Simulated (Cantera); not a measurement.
A perfectly stirred reactor is fed with C2H6 : H2 = 1 : 3.3 (molar parts), at 0.210 Torr; it is held at 1775 K, and followed from long to short residence time.

Computed with Cantera and GRI-Mech 3.0 (53 species, 325 reactions). GRI-Mech 3.0 stops at C3 and has no aromatics, soot or wall deposition, so with more carbon than oxygen in the feed, carbon stays in small species such as C2H2 where larger ones or solid carbon would form. Radical loss at walls, strong at low pressure, is not modelled.

Question: Predict: x(C2H6) at τ = 1.60 s; x(H2) at τ = 1.60 s; x(H) at τ = 1.60 s; x(CH4) at τ = 1.60 s; x(C2H) at τ = 1.60 s; x(C2H6) at τ = 18.0 ms; x(H2) at τ = 18.0 ms; x(H) at τ = 18.0 ms; x(CH4) at τ = 18.0 ms; x(C2H) at τ = 18.0 ms.

Answer: 
| Quantity | Result |
|---|---|
| x(C2H6) at τ = 1.60 s | 0.000377 |
| x(H2) at τ = 1.60 s | 0.787 |
| x(H) at τ = 1.60 s | 0.00526 |
| x(CH4) at τ = 1.60 s | 0.0661 |
| x(C2H) at τ = 1.60 s | 6.82e-6 |
| x(C2H6) at τ = 18.0 ms | 0.0260 |
| x(H2) at τ = 18.0 ms | 0.684 |
| x(H) at τ = 18.0 ms | 0.00707 |
| x(CH4) at τ = 18.0 ms | 0.158 |
| x(C2H) at τ = 18.0 ms | 2.62e-6 |
